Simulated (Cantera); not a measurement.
An adiabatic, constant-volume homogeneous reactor starts with 16.4 % H2, 17.0 % O2, 64.2 % N2, 2.45 % H2O, equivalence ratio 0.48, at 1775 K and 750 Torr.

Computed with Cantera and the H2/O2 subset of GRI-Mech 3.0, which has no nitrogen chemistry.

One state of this run: T (K) = 2767; P (bar) = 1.46; x H2 = 0.00935; x O2 = 0.0870; x H2O = 0.173; x H = 0.00585; x H2O2 = 7.33e-7; x OH = 0.0295; x HO2 = 2.00e-5. x: mole fraction; the columns are a selection and need not sum to one.

Task: Which value of t (s) does it belong to?
A) 1.00e-5
B) 2.03e-5
C) 0.000702
D) 4.12e-5

Result: C, 0.000702
